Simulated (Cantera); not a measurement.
A closed system holds: 1 mol trisilylamine, 23 mol NH3, 11 mol H2, at 825 K and 13.0 Pa.

Method: chemical equilibrium by Gibbs-energy minimisation in Cantera with the NASA 1993 tables (ideal gas, pure condensed phases). Candidate condensed phases: Si, Si3N4; 18 gas species. The feed counts by its element totals alone. Rates play no part.

Base state: H2 0.833, N2 0.167 (mole fractions); condensed: Si3N4(s).

Problem. What changes in the equilibrium state with this change: temperature from 825 K to 1550 K?

Solution. 
```
species        before     after
-------------  ------  --------
H2              0.833     0.804
N2              0.167     0.193
H               <1e-9   0.00248
Si              <1e-9  0.000256
Si3N4(s), mol    1.00         0
Si(s), mol          0      2.98
```

Problem. What changes in the equilibrium state with this change: 0.09 mol Cl2 added?

Solution. 
```tsv
species	before	after
H2	0.833	0.831
N2	0.167	0.166
HCl	0	0.00300
Si3N4(s), mol	1.00	1.00
```
Further candidate phases: NH4Cl.
